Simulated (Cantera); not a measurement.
A perfectly stirred reactor is fed with 3.19 % H2, 96.8 % O2, at 1600 Pa; it is held at 1250 K, and followed from long to short residence time.

Computed with Cantera and GRI-Mech 3.0 (53 species, 325 reactions). Radical loss at walls, strong at low pressure, is not modelled.

x: mole fraction; the columns are a selection and need not sum to one.

```
τ (s)       x H2   x O2       x H   x H2O      x O
------  --------  -----  --------  ------  -------
1.3      8.06e-5  0.965  0.000108  0.0318  0.00238
0.52    0.000138  0.963  0.000250  0.0315  0.00415
0.21    0.000231  0.960  0.000542  0.0310  0.00689
0.082   0.000389  0.955   0.00109  0.0303   0.0108
0.033   0.000648  0.951   0.00186  0.0294   0.0149
0.013          …  0.947         …  0.0281   0.0181
0.0051         …  0.945         …  0.0263   0.0191
0.0020   0.00446  0.946   0.00411  0.0234   0.0177
```

Question: What belongs in the gaps?

Answer: 
- 0.013, x H2: 0.00114
- 0.013, x H: 0.00275
- 0.0051, x H2: 0.00218
- 0.0051, x H: 0.00356
